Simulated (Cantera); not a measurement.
Input: 1 mol Hg, 0.13 mol O2, 28 mol H2, equilibrated at 675 °C and 1.00 Torr.

Method: chemical equilibrium by Gibbs-energy minimisation in Cantera with the NASA 1993 tables (ideal gas, pure condensed phases). Candidate condensed phases: H2O, Hg, HgO; 10 gas species. Kinetics and transport are ignored.

Base state: H2 0.957, Hg 0.0345, H2O 0.00897 (mole fractions); condensed: gas only.

Q: What changes in the equilibrium state with this change: O2 from 0.13 to 0.91 mol?

A: 
```json
[
 {"species": "H2", "before": "0.957", "after": "0.903"},
 {"species": "H2O", "before": "0.00897", "after": "0.0628"},
 {"species": "Hg", "before": "0.0345", "after": "0.0345"}
]
```
